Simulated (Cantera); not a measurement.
Feed: 1 mol SiC, 0.69 mol CO2, 9.8 mol H2, equilibrated at 0.430 bar.

Cantera equilibrium calculation (NASA polynomials, part measured and part estimated; ideal gas, pure solids and liquids). Candidate condensed phases: C, C6H6, C7H8, C8H18, H2O, Si, SiC, SiO2; 123 gas species. Mutual solubility and eutectic melting of coexisting phases are not modelled. The tables hold silica as quartz up to 1696 K and as liquid above; real silica turns to tridymite and cristobalite and melts near 1996 K. The numbers say what is thermodynamically allowed, not how fast it happens.

Problem. At 952 °C, list the 3 most abundant gas species with their mole fractions, and the condensed phases.

Solution. H2 0.994, CH4 0.00558, CO 0.000235. Condensed: C(graphite) + SiC(s) + SiO2(β-quartz).
